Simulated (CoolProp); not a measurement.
Computed with CoolProp (reference Helmholtz-energy equation of state, Leachman 2009).

### Question
For normal hydrogen, give the phase and the Z, speed of sound (m/s), Joule-Thomson coefficient (K/MPa), Prandtl number at -237.55 °C and 0.778 MPa; -237.55 °C and 1.75 MPa.

### Answer
- -237.55 °C and 0.778 MPa: gas; Z 0.816, speed of sound 461, Joule-Thomson coefficient 7.84, Prandtl number 0.809
- -237.55 °C and 1.75 MPa: supercritical; Z 0.395, speed of sound 440, Joule-Thomson coefficient 4.50, Prandtl number 3.66

Viscosity comes from a separate model (Muzny 2013). Thermal conductivity comes from a separate model (Assael 2011).
